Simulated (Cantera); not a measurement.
What does this Cantera script print?

```python
import numpy as np
import cantera as ct

gas_names = """
    CL CL2 H HCL H2 Si SiCL SiCL2 SiCL3 SiCL4 SiH SiHCL3 SiH2 SiH2CL2 SiH3 SiH3CL SiH4 Si2 Si3
""".split()
cond_names = """
    Si(cr) Si(L)
""".split()


# ... load() reads the species with a 1 bar reference pressure and builds the phases ...
atoms = {
    'SiHCl3': {'Si': 1, 'H': 1, 'CL': 3},
    'HCl': {'H': 1, 'CL': 1},
    'H2': {'H': 2},
}
top_T = {}  # K; cautious upper limits of use, not melting points


# ... equilibrate(T, P, feed) seeds the gas with the atoms and calls Mixture.equilibrate('TP', solver="vcs", rtol=1e-11, max_steps=5000) ...
results = []
feed = {'SiHCl3': 1, 'HCl': 3.8, 'H2': 160}  # mol
T = 1025  # K
P = 8400  # Pa
mix = equilibrate(T, P, feed)
results.append((T, P, feed, dict(zip(mix.species_names, mix.species_moles))))
print(gas.report(threshold=0.001))
for i in range(1, mix.n_phases):
    print(f"{mix.phase(i).name:16s} {mix.phase_moles(i):12.5e} mol")
```

Result:

```
       temperature   1025 K
          pressure   8400 Pa
           density   0.0035672 kg/m^3
  mean mol. weight   3.6191 kg/kmol
   phase of matter   gas

                          1 kg             1 kmol
                     ---------------   ---------------
          enthalpy        4.5213e+06        1.6363e+07  J
   internal energy        2.1665e+06        7.8408e+06  J
           entropy             52908        1.9148e+05  J/K
    Gibbs function       -4.9709e+07        -1.799e+08  J
 heat capacity c_p            8496.9             30751  J/K
 heat capacity c_v            6199.5             22437  J/K

                      mass frac. Y      mole frac. X     chem. pot. / RT
                     ---------------   ---------------   ---------------
               HCL           0.19399          0.019257           -41.599
                H2           0.54293           0.97468            -20.07
             SiCL4           0.18738         0.0039919            -131.8
            SiHCL3          0.064988         0.0017365           -110.27
     [  +15 minor]          0.010709        0.00033846

Si(cr)            0.00000e+00 mol
```

Method: chemical equilibrium by Gibbs-energy minimisation in Cantera with the NASA 1993 tables (ideal gas, pure condensed phases). The tables' values for SiCl3 are old estimates; treat these amounts as uncertain.
